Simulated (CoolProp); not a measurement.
Aqueous propylene glycol as a coolant, 23 % by mass, freezing at -8.7 °C, 1 atm.

Computed with CoolProp (Melinder's fits for secondary coolants).

```tsv
T (°C)	conductivity (W/(m K))	density (kg/m³)	cp (kJ/(kg K))	Prandtl number
-6.3	0.452	1025	3.884	58.0
5	0.463	1022	3.910	33.8
16.3	0.474	1019	3.935	21.4
27.7	?	1014	3.961	?
39	?	?	3.987	10.5
```

Task: Complete the blanks.

Result: 
- 27.7, conductivity (W/(m K)): 0.485
- 27.7, Prandtl number: 14.5
- 39, conductivity (W/(m K)): 0.495
- 39, density (kg/m³): 1009
